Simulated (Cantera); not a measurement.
## Premixed flame

A freely propagating, adiabatic, planar premixed flame of CO : H₂ : O₂ : N₂ = 1 : 0.11 : 0.396 : 1.49 (molar parts), equivalence ratio 1.4, unburnt at 325 K and 5.03 atm; mixture-averaged transport, grid criteria slope 0.08 and curve 0.16, no radiation.

Computed with Cantera and GRI-Mech 3.0 (53 species, 325 reactions). The hydrogen kinetics of GRI-Mech 3.0 are dated; newer H2 mechanisms differ, most at raised pressure. Burning velocities carry a grid error of a few per cent, more on coarse grids.

| z (mm) | T (K) | u (m/s) | x CO | x H₂ | x O₂ | x NO | x HO₂ | x N₂O |
|---|---|---|---|---|---|---|---|---|
| -0.277 | 325 | 0.616 | 0.334 | 0.0366 | 0.132 | <1e-8 | <1e-8 | <1e-8 |
| -0.185 | 325 | 0.616 | 0.334 | 0.0363 | 0.132 | <1e-8 | 1.43e-8 | <1e-8 |
| -0.139 | 325 | 0.616 | 0.334 | 0.0355 | 0.132 | <1e-8 | 1.24e-7 | <1e-8 |
| -0.0925 | 328 | 0.620 | 0.335 | 0.0333 | 0.133 | <1e-8 | 1.84e-6 | <1e-8 |
| -0.0462 | 423 | 0.792 | 0.334 | 0.0250 | 0.131 | 1.07e-7 | 0.000118 | <1e-8 |
| -0.0231 | 785 | 1.45 | 0.314 | 0.0174 | 0.116 | 1.93e-6 | 0.000561 | 5.55e-8 |
| 0 | 1276 | 2.31 | 0.270 | 0.00954 | 0.0855 | 7.47e-6 | 0.000184 | 2.52e-7 |
| 0.0231 | 1607 | 2.83 | 0.222 | 0.00469 | 0.0537 | 1.76e-5 | 6.89e-5 | 5.28e-7 |
| 0.0462 | 1800 | 3.11 | 0.188 | 0.00365 | 0.0349 | 2.97e-5 | 3.38e-5 | 6.05e-7 |
| 0.0925 | 1996 | 3.39 | 0.159 | 0.00384 | 0.0211 | 5.00e-5 | 1.49e-5 | 5.32e-7 |
| 0.185 | 2155 | 3.62 | 0.146 | 0.00369 | 0.0139 | 7.57e-5 | 6.81e-6 | 4.69e-7 |
| 0.370 | 2274 | 3.78 | 0.135 | 0.00332 | 0.00840 | 0.000108 | 2.95e-6 | 3.89e-7 |
| 0.740 | 2353 | 3.89 | 0.127 | 0.00305 | 0.00438 | 0.000147 | 1.22e-6 | 2.81e-7 |
x: mole fraction of selected species; z is measured from the peak of heat release.

The laminar burning velocity is 61.6 cm/s and the thermal thickness is 0.0925 mm. The peak x(HO₂) comes out as 0.000580 and the grid points comes out as 109.
